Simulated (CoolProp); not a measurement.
1-butene along the isobar 16.3 MPa: fugacity coefficient from the reference equation and from simpler models built on Tc = 419.3 K, pc = 4.006 MPa, ω = 0.192; each cubic takes its own stable root.

Computed with CoolProp (reference Helmholtz-energy equation of state, Lemmon 2005). It is a short technical equation, of lower accuracy than the large ones.

```json
[
 {"T (K)": "414.3", "phase": "liquid", "reference": "0.2422"},
 {"T (K)": "426.6", "phase": "supercritical", "reference": "0.2755"},
 {"T (K)": "438.9", "phase": "supercritical", "reference": "0.3099"},
 {"T (K)": "451.2", "phase": "supercritical", "reference": "0.3448"},
 {"T (K)": "463.5", "phase": "supercritical", "reference": "0.3800"},
 {"T (K)": "475.8", "phase": "supercritical", "reference": "0.4151"},
 {"T (K)": "488.1", "phase": "supercritical", "reference": "0.4497"},
 {"T (K)": "500.4", "phase": "supercritical", "reference": "0.4836"},
 {"T (K)": "512.7", "phase": "supercritical", "reference": "0.5164"},
 {"T (K)": "525", "phase": "supercritical", "reference": "0.5480"}
]
```

Task: How far does each simpler model (van der Waals, Redlich-Kwong) lie from the reference over these 10 states: mean and median of the absolute difference, and the worst?

Result: 
- van der Waals: mean 10.8 %, median 6.8 %, worst +31.0 % at 414.3 K and 16.3 MPa
- Redlich-Kwong: mean 3.4 %, median 2.2 %, worst +9.2 % at 414.3 K and 16.3 MPa
